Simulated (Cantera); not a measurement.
Feed: 1 mol Si, 10 mol Br2, a varied amount of H2, held at 1150 °C and 27.0 Pa.

These are equilibrium values from Cantera (NASA tables, ideal gas, pure condensed phases), not measurements of a reactor. Candidate condensed phases: Br2, Si; 19 gas species. The tables' values for SiBr3, SiBr are old estimates; treat these amounts as uncertain. The numbers say what is thermodynamically allowed, not how fast it happens.

x: gas mole fraction; nothing condenses.

```
n(H2) (mol)  x HBr     x H2    x Br  x SiBr2
-----------  -----  -------  ------  -------
5.2          0.546  0.00588   0.394   0.0399
6.6          0.657   0.0177   0.273   0.0442
8.2          0.722      ___     ___   0.0460
10           0.723    0.109   0.121   0.0447
13           0.669    0.208  0.0810   0.0405
16           0.608    0.292  0.0622   0.0365
20           0.537    0.382  0.0480   0.0320
26             ___      ___     ___      ___
32           0.393    0.554  0.0292   0.0232
```

Problem. Fill in the missing entries.

Solution. 
- 26, x HBr: 0.454
- 26, x H2: 0.482
- 26, x Br: 0.0362
- 26, x SiBr2: 0.0270
- 8.2, x H2: 0.0513
- 8.2, x Br: 0.176
